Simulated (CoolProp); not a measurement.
Properties of sulfur hexafluoride along the isotherm 351.85 °C (Tc = 45.6 °C, pc = 37.55 bar, ω = 0.210).

The numbers come from the reference Helmholtz-energy equation of state, Guder 2009 in CoolProp.

```json
[
 {"p (bar)": "17.1", "phase": "gas", "density (kg/m³)": "48.37", "Joule-Thomson coefficient (K/MPa)": "1.356", "isothermal compressibility (1/MPa)": "0.5879", "Prandtl number": "0.726"},
 {"p (bar)": "34.1", "phase": "gas", "density (kg/m³)": "96.88", "Joule-Thomson coefficient (K/MPa)": "1.309", "isothermal compressibility (1/MPa)": "0.2952", "Prandtl number": "0.711"},
 {"p (bar)": "51.2", "phase": "supercritical", "density (kg/m³)": "145.8", "Joule-Thomson coefficient (K/MPa)": "1.255", "isothermal compressibility (1/MPa)": "0.1961", "Prandtl number": "0.705"},
 {"p (bar)": "68.3", "phase": "supercritical", "density (kg/m³)": "194.6", "Joule-Thomson coefficient (K/MPa)": "1.193", "isothermal compressibility (1/MPa)": "0.1460", "Prandtl number": "0.706"},
 {"p (bar)": "85.3", "phase": "supercritical", "density (kg/m³)": "242.6", "Joule-Thomson coefficient (K/MPa)": "1.126", "isothermal compressibility (1/MPa)": "0.1156", "Prandtl number": "0.711"},
 {"p (bar)": "102", "phase": "supercritical", "density (kg/m³)": "289.0", "Joule-Thomson coefficient (K/MPa)": "1.056", "isothermal compressibility (1/MPa)": "0.09532", "Prandtl number": "0.719"},
 {"p (bar)": "119", "phase": "supercritical", "density (kg/m³)": "335.3", "Joule-Thomson coefficient (K/MPa)": "0.9814", "isothermal compressibility (1/MPa)": "0.08020", "Prandtl number": "0.729"},
 {"p (bar)": "137", "phase": "supercritical", "density (kg/m³)": "383.0", "Joule-Thomson coefficient (K/MPa)": "0.9009", "isothermal compressibility (1/MPa)": "0.06806", "Prandtl number": "0.741"},
 {"p (bar)": "154", "phase": "supercritical", "density (kg/m³)": "426.6", "Joule-Thomson coefficient (K/MPa)": "0.8250", "isothermal compressibility (1/MPa)": "0.05905", "Prandtl number": "0.753"},
 {"p (bar)": "171", "phase": "supercritical", "density (kg/m³)": "468.6", "Joule-Thomson coefficient (K/MPa)": "0.7506", "isothermal compressibility (1/MPa)": "0.05174", "Prandtl number": "0.765"},
 {"p (bar)": "188", "phase": "supercritical", "density (kg/m³)": "509.0", "Joule-Thomson coefficient (K/MPa)": "0.6786", "isothermal compressibility (1/MPa)": "0.04570", "Prandtl number": "0.777"}
]
```

Viscosity comes from a separate model (Quiñones-Cisneros 2012). Thermal conductivity comes from a separate model (Assael 2012).
